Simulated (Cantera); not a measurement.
Cantera run, input and output.

```python
import numpy as np
import cantera as ct

gas = ct.Solution("gri30.yaml")


def delay(T, t_max=10):
    gas.TPX = T, 1600000, {'CO': 1, 'H2': 0.073, 'CH4': 0.11, 'O2': 1.64, 'N2': 6.18, 'H2O': 0.22}
    reactor = ct.IdealGasReactor(gas, clone=False)
    net = ct.ReactorNet([reactor])
    net.rtol, net.atol = 1e-8, 1e-16
    while net.time < t_max:
        t_old, T_old = net.time, reactor.T
        net.step()
        if reactor.T > T + 400:  # ignition: a rise of 400 K
            return t_old + (T + 400 - T_old) / (reactor.T - T_old) * (net.time - t_old)
    return np.nan


taus = []
for T in [1125, 1225, 1325, 1425, 1525, 1625, 1725, 1825, 1925]:
    taus.append(delay(T))
    print(f"T0 = {T:6g} K   tau = {taus[-1]:.4e} s")
```

Result:

```
T0 =   1125 K   tau = 7.3875e-04 s
T0 =   1225 K   tau = 1.7282e-04 s
T0 =   1325 K   tau = 5.6852e-05 s
T0 =   1425 K   tau = 2.3669e-05 s
T0 =   1525 K   tau = 1.1803e-05 s
T0 =   1625 K   tau = 6.8459e-06 s
T0 =   1725 K   tau = 4.4787e-06 s
T0 =   1825 K   tau = 3.2013e-06 s
T0 =   1925 K   tau = 2.4440e-06 s
```

Cantera simulation using GRI-Mech 3.0 (53 species, 325 reactions); the numbers are that mechanism's predictions, not measurements. The pressure lies above the range GRI-Mech 3.0 was tuned for (to about 10 atm).
